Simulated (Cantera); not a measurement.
An isothermal, constant-pressure homogeneous reactor starts with C₂H₆ : N₂ = 1 : 5.8 (molar parts), at 1800 K and 2670 Pa. Integrator tolerance rtol = 1e-08.

Computed with Cantera and GRI-Mech 3.0 (53 species, 325 reactions). GRI-Mech 3.0 stops at C3 and has no aromatics, soot or wall deposition, so with more carbon than oxygen in the feed, carbon stays in small species such as C2H2 where larger ones or solid carbon would form. Radical loss at walls, strong at low pressure, is not modelled.

Problem. What does this change do: temperature 1800 to 1725 K?

Solution. 
```json
[
 {"quantity": "x(C₂H₆) at 3.00 s", "before": "8.36e-10 (gas-phase equilibrium 6.22e-11)", "after": "1.12e-8 (gas-phase equilibrium 1.67e-10)"},
 {"quantity": "x(C₂H₄) at 3.00 s", "before": "1.59e-5 (gas-phase equilibrium 7.95e-6)", "after": "2.77e-5 (gas-phase equilibrium 1.41e-5)"},
 {"quantity": "x(H) at 3.00 s", "before": "0.00105 (gas-phase equilibrium 0.00105)", "after": "0.000537 (gas-phase equilibrium 0.000546)"},
 {"quantity": "x(CH₄) at 3.00 s", "before": "0.000172 (gas-phase equilibrium 3.95e-5)", "after": "0.000742 (gas-phase equilibrium 7.19e-5)"},
 {"quantity": "x(C₂H₂) at 3.00 s", "before": "0.113 (gas-phase equilibrium 0.0567)", "after": "0.113 (gas-phase equilibrium 0.0584)"},
 {"quantity": "x(CH₃) at 3.00 s", "before": "1.61e-5 (gas-phase equilibrium 3.69e-6)", "after": "3.57e-5 (gas-phase equilibrium 3.50e-6)"}
]
```

Problem. What does this change do: N2 5.8 to 18 parts?

Solution. 
| quantity | before | after |
|---|---|---|
| x(C₂H₆) at 3.00 s | 8.36e-10 (gas-phase equilibrium 6.22e-11) | 2.24e-10 (gas-phase equilibrium 2.74e-12) |
| x(C₂H₄) at 3.00 s | 1.59e-5 (gas-phase equilibrium 7.95e-6) | 2.81e-6 (gas-phase equilibrium 8.37e-7) |
| x(H) at 3.00 s | 0.00105 (gas-phase equilibrium 0.00105) | 0.000674 (gas-phase equilibrium 0.000680) |
| x(CH₄) at 3.00 s | 0.000172 (gas-phase equilibrium 3.95e-5) | 5.81e-5 (gas-phase equilibrium 5.37e-6) |
| x(C₂H₂) at 3.00 s | 0.113 (gas-phase equilibrium 0.0567) | 0.0475 (gas-phase equilibrium 0.0143) |
| x(CH₃) at 3.00 s | 1.61e-5 (gas-phase equilibrium 3.69e-6) | 8.32e-6 (gas-phase equilibrium 7.75e-7) |

Problem. What does this change do: pressure from 2670 Pa to 100000 Pa?

Solution. 
```
quantity                                              before                                      after
-----------------  -----------------------------------------  -----------------------------------------
x(C₂H₆) at 3.00 s  8.36e-10 (gas-phase equilibrium 6.22e-11)    1.69e-7 (gas-phase equilibrium 8.55e-8)
x(C₂H₄) at 3.00 s    1.59e-5 (gas-phase equilibrium 7.95e-6)  0.000584 (gas-phase equilibrium 0.000293)
x(H) at 3.00 s       0.00105 (gas-phase equilibrium 0.00105)  0.000171 (gas-phase equilibrium 0.000171)
x(CH₄) at 3.00 s    0.000172 (gas-phase equilibrium 3.95e-5)    0.00205 (gas-phase equilibrium 0.00146)
x(C₂H₂) at 3.00 s       0.113 (gas-phase equilibrium 0.0567)       0.112 (gas-phase equilibrium 0.0561)
x(CH₃) at 3.00 s     1.61e-5 (gas-phase equilibrium 3.69e-6)    3.15e-5 (gas-phase equilibrium 2.24e-5)
```
